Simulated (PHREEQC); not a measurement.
**Acid rinse or clean: an equilibrium model**

Make-up at 25 °C: 0.0016 mol H2SO4, 0.0023 mol FeCl3 and 0.00024 mol MnSO4 per kg of water. Closed to the air; pH follows from the charge balance.

Computed with PHREEQC (ion-association model, wateq4f.dat).

No solid was allowed to form.

Task: Predict the pH, ionic strength.

Result: pH 2.46; ionic strength 0.0114 mol/kgw.

Task: In which forms is S present?

Result: FeSO4+ 56 %, SO4-2 34 %, HSO4- 8.1 %, Fe(SO4)2- 1.0 %, FeHSO4+2 0.7 %, MnSO4 0.6 % of the S.

The solution is supersaturated, for example in Hematite (slow to form), Goethite (slow to form), so a real one may precipitate; this is no full list. Complexes and solids missing from the database can't appear.
